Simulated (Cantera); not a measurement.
**Premixed flame**

A freely propagating, adiabatic, planar premixed flame of 8.04 % CH₄, 0.346 % C₂H₆, 17.3 % O₂, 74.3 % N₂, equivalence ratio 1.0, unburnt at 350 K and 3.90 bar; mixture-averaged transport, grid criteria slope 0.08 and curve 0.16, no radiation.

Cantera simulation using GRI-Mech 3.0 (53 species, 325 reactions); the numbers are that mechanism's predictions, not measurements. Burning velocities carry a grid error of a few per cent, more on coarse grids.

```csv
z (mm),T (K),u (m/s),x CH₄,x C₂H₆,x O₂,x C₂H₂,x NO,x H₂
-0.636,350,0.208,0.0803,0.00345,0.173,<1e-8,<1e-8,0.000548
-0.424,354,0.210,0.0800,0.00345,0.172,8.90e-8,<1e-8,0.00165
-0.318,369,0.220,0.0790,0.00344,0.171,5.75e-7,1.05e-8,0.00299
-0.212,475,0.284,0.0732,0.00333,0.163,6.18e-6,1.43e-7,0.00556
-0.106,952,0.576,0.0478,0.00244,0.122,5.21e-5,3.57e-6,0.00907
-0.0530,1373,0.835,0.0245,0.00126,0.0811,0.000116,9.98e-6,0.0107
0,1768,1.08,0.00390,6.32e-5,0.0370,0.000155,1.83e-5,0.0103
0.0530,1919,1.16,8.03e-5,2.29e-8,0.0176,7.04e-6,2.72e-5,0.00733
0.106,1979,1.19,9.31e-7,<1e-8,0.0126,6.90e-8,3.17e-5,0.00624
0.212,2043,1.23,<1e-8,<1e-8,0.00917,<1e-8,3.61e-5,0.00513
0.424,2096,1.26,<1e-8,<1e-8,0.00653,<1e-8,4.10e-5,0.00378
0.848,2132,1.27,<1e-8,<1e-8,0.00466,<1e-8,4.65e-5,0.00270
1.70,2153,1.29,<1e-8,<1e-8,0.00348,<1e-8,5.33e-5,0.00201
```
x: mole fraction of selected species; z is measured from the peak of heat release.

| Item | Result |
|---|---|
| laminar burning velocity | 20.8 cm/s |
| thermal thickness | 0.212 mm |
| peak x(C₂H₂) | 0.000178 |
| peak x(H₂) | 0.0111 |
| grid points | 137 |
